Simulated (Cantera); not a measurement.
Equilibrium for hydrogen reduction and annealing atmospheres: PbO + H₂

Input: 1 mol PbO, 1500 mol H₂, at 4130 Torr.

Equilibrium computed with Cantera from the NASA thermochemical tables; the gas is ideal and each condensed phase is pure. Candidate condensed phases: H₂O, Pb, PbO, PbO₂, Pb₃O₄; 12 gas species. Kinetics and transport are ignored.

```csv
T (°C),x H₂,x H,x H₂O,x Pb,x OH,n Pb(l)
475,0.999,<1e-12,0.000667,1.59e-9,<1e-12,1.000
625,0.999,4.66e-11,0.000667,2.35e-7,<1e-12,1.000
775,0.999,3.29e-9,0.000667,8.13e-6,<1e-12,0.988
925,0.999,8.10e-8,0.000667,0.000113,<1e-12,0.830
1075,0.999,9.86e-7,0.000666,0.000666,1.06e-11,0
1225,0.999,7.32e-6,0.000666,0.000666,1.39e-10,0
1375,0.999,3.79e-5,0.000666,0.000666,1.14e-9,0
1525,0.999,0.000150,0.000666,0.000666,6.58e-9,0
1675,0.998,0.000481,0.000666,0.000666,2.91e-8,0
1825,0.997,0.00131,0.000666,0.000666,1.04e-7,0
1975,0.996,0.00313,0.000665,0.000665,3.13e-7,0
```
x: gas mole fraction; n: condensed amount in mol.

From 475 °C to 925 °C the condensed part is Pb(l). From 1075 °C to 1975 °C nothing is condensed.
